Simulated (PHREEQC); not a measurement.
**Spent oxide etchant (model solution)**

Solution (20 °C): 0.02 mol NH4HF2, 0.00051 mol H2SiF6 and 0.02 mol HCl per kg of water. Closed to the air; pH follows from the charge balance.

Model: ion-association model, wateq4f.dat, run in PHREEQC.

Each row changes one thing in this solution. No solid was allowed to form.

```
case                               pH  ionic strength (mol/kgw)  HF (mol/kgw)  F- (mol/kgw)  H2F2 (mol/kgw)  HF2- (mol/kgw)  SI of Quartz (SiO2)
-------------------------------  ----  ------------------------  ------------  ------------  --------------  --------------  -------------------
as made                          2.27                    0.0267        0.0291       0.00463         0.00265        0.000498                -6.39
NH4HF2 from 0.02 to 0.1 mol/kgw  2.96                     0.102        0.0708        0.0634          0.0160          0.0169               -10.31
diluted 2-fold with water        2.44                    0.0143        0.0149       0.00336        0.000692        0.000185                -5.22
0.022 mol/kgw NaH2PO4 added      2.50                    0.0461        0.0264       0.00761         0.00220        0.000748                -6.69
temperature from 20 to 45 °C     2.33                    0.0259        0.0325       0.00379         0.00131        0.000530                -5.01
HCl left out                     3.11                    0.0214        0.0171        0.0187        0.000918         0.00118                -6.67
HCl from 0.02 to 0.2 mol/kgw     0.84                     0.202        0.0327      0.000244         0.00349         3.07e-5                -4.21
temperature from 20 to 80 °C     2.45                    0.0246        0.0357       0.00269        0.000382        0.000414                -2.94
```

Species that the database lacks are ignored. wateq4f.dat counts part of the HF as a dimer, H2F2, which phreeqc.dat doesn't know; its constant is uncertain. H3PO4, which wateq4f.dat lacks, is added to it with the constant of phreeqc.dat. Away from 25 °C the constants follow the database's enthalpies or fits; those with neither stay at their 25 °C values. SiF6-2 is the database's only silicon fluoride.
